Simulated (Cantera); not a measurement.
Charge: 1 mol SiO₂, a varied amount of C, 0.69 mol N₂, equilibrated at 1550 K and 1.33 mbar.

Equilibrium computed with Cantera from the NASA thermochemical tables; the gas is ideal and each condensed phase is pure. Candidate condensed phases: C, Si, SiC, SiO₂, Si₂N₂O, Si₃N₄; 34 gas species. Mutual solubility and eutectic melting of coexisting phases are not modelled. The tables hold silica as quartz up to 1696 K and as liquid above; real silica turns to tridymite and cristobalite and melts near 1996 K. Kinetics and transport are ignored.

Q: Which condensed phases are stable at each of these points (n(C) (mol)): 0.34, 0.42, 0.52, 0.64, 0.78, 0.96, 1.2, 1.4, 1.8, 2.2, 2.7?

A: 
| n(C) (mol) | condensed phases | Si condensed (%) |
|---|---|---|
| 0.34 | SiO₂(β-quartz) + Si₂N₂O(s) | 93.4 |
| 0.42 | SiO₂(β-quartz) + Si₂N₂O(s) | 92.7 |
| 0.52 | SiO₂(β-quartz) + Si₂N₂O(s) | 91.9 |
| 0.64 | SiO₂(β-quartz) + Si₂N₂O(s) | 90.7 |
| 0.78 | SiO₂(β-quartz) + Si₂N₂O(s) | 89.3 |
| 0.96 | SiO₂(β-quartz) + Si₂N₂O(s) | 87.2 |
| 1.2 | SiO₂(β-quartz) + Si₂N₂O(s) | 83.9 |
| 1.4 | SiO₂(β-quartz) + Si₂N₂O(s) | 80.5 |
| 1.8 | SiC(s) + Si₂N₂O(s) | 93.7 |
| 2.2 | SiC(s) + Si₂N₂O(s) | 93.9 |
| 2.7 | SiC(s) + Si₂N₂O(s) | 93.8 |

From 0.34 mol C to 1.4 mol C the condensed part is SiO₂(β-quartz) + Si₂N₂O(s). From 1.8 mol C to 2.7 mol C the condensed part is SiC(s) + Si₂N₂O(s).
